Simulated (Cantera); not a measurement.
Feed: 1 mol Fe, 4.9 mol CO, 150 mol H2, 0.7 mol CO2, equilibrated at 1 atm.

Equilibrium computed with Cantera from the NASA thermochemical tables; the gas is ideal and each condensed phase is pure. Candidate condensed phases: C, C6H6, C7H8, C8H18, Fe, Fe(CO)5, FeO, Fe(OH)2, Fe(OH)3, Fe2O3, Fe3O4, H2O; 114 gas species. The numbers say what is thermodynamically allowed, not how fast it happens. All values below are at 1873 K.

Base state: H2 0.959, CO 0.0359, H2O 0.00446, H 0.000628, Fe 7.80e-5, CO2 4.07e-5 (mole fractions); condensed: Fe(l).

What changes in the equilibrium state with this change: CO2 from 0.7 to 10 mol?


| species | before | after |
|---|---|---|
| H2 | 0.959 | 0.850 |
| CO | 0.0359 | 0.0888 |
| H2O | 0.00446 | 0.0591 |
| Fe | 7.80e-5 | 7.80e-5 |
| CO2 | 4.07e-5 | 0.00150 |
| H | 0.000628 | 0.000591 |
| Fe(l), mol | 0.988 | 0.987 |

What changes in the equilibrium state with this change: pressure from 1 atm to 1.33 mbar?


```tsv
species	before	after
H2	0.959	0.937
CO	0.0359	0.0354
H	0.000628	0.0171
Fe	7.80e-5	0.00633
H2O	0.00446	0.00438
CO2	4.07e-5	4.04e-5
Fe(l), mol	0.988	0
```
